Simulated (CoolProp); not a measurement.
The fluid at 293.97 K and 0.0123 MPa expands adiabatically to 0.00101 MPa with isentropic efficiency 1. The same conditions are run with several fluids, on thermodynamics alone (safety and materials aside).

Computed with CoolProp (reference Helmholtz-energy equation of state of each fluid (tetrahydrofuran: Fiedler 2023; isobutane: Bücker 2006; vinyl chloride: Thol 2022; R142b: Lemmon 2006; CH2F2 (R32): Tillner-Roth 1997)).

```json
[
 {"fluid": "tetrahydrofuran", "work (kJ/kg)": "74.4", "final temperature (K)": "243.3", "final phase": "two-phase, vapour fraction 0.943", "final density (kg/m³)": "0.0382"},
 {"fluid": "isobutane", "work (kJ/kg)": "93.7", "final temperature (K)": "231.3", "final phase": "gas", "final density (kg/m³)": "0.0305"},
 {"fluid": "vinyl chloride", "work (kJ/kg)": "79.4", "final temperature (K)": "187.1", "final phase": "gas", "final density (kg/m³)": "0.0406"},
 {"fluid": "R142b", "work (kJ/kg)": "53.3", "final temperature (K)": "223.2", "final phase": "gas", "final density (kg/m³)": "0.0547"},
 {"fluid": "CH2F2 (R32)", "work (kJ/kg)": "91.3", "final temperature (K)": "171.0", "final phase": "gas", "final density (kg/m³)": "0.0370"}
]
```
